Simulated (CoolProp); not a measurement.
Vapour-liquid equilibrium of R134a (1) + R141b (2) at 9.05 °C; x and y are mole fractions of (1).

The numbers come from the multi-fluid Helmholtz-energy mixture model, Tillner-Roth 1994 and Lemmon 2006; pair parameters Bell 2016 in CoolProp.

Q: Give the bubble pressure and the first vapour's composition at x = 0.05, 0.8, 0.95. Is there an azeotrope?

A: x = 0.05: 70.74 kPa, y = 0.430; x = 0.8: 342.5 kPa, y = 0.956; x = 0.95: 385.5 kPa, y = 0.987. No azeotrope shows between x = 0.05 and 0.95.

Pair parameters are fitted to limited data, so mixtures are less certain than the pure fluids.
